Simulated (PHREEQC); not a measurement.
Solution (25 °C): 0.005 mol KOH, 0.0014 mol KNO3 and 4.6e-06 mol CO2 per kg of water. Closed to the air; pH follows from the charge balance.

Computed with PHREEQC (ion-association model, phreeqc.dat).

* **pH**: 11.66
* **ionic strength**: 0.00640 mol/kgw
* **specific conductance**: 1470 µS/cm
* **total alkalinity**: 5.00 meq/kg

```json
[
 {"species": "K+", "molality": "0.00640", "activity": "0.00587", "log γ": "-0.037"},
 {"species": "OH-", "molality": "0.00499", "activity": "0.00458", "log γ": "-0.037"},
 {"species": "NO3-", "molality": "0.00140", "activity": "0.00128", "log γ": "-0.038"},
 {"species": "CO3-2", "molality": "4.44e-6", "activity": "3.19e-6", "log γ": "-0.143"},
 {"species": "HCO3-", "molality": "1.63e-7", "activity": "1.50e-7", "log γ": "-0.036"}
]
```

This is a speciation only: nothing precipitates in the calculation.
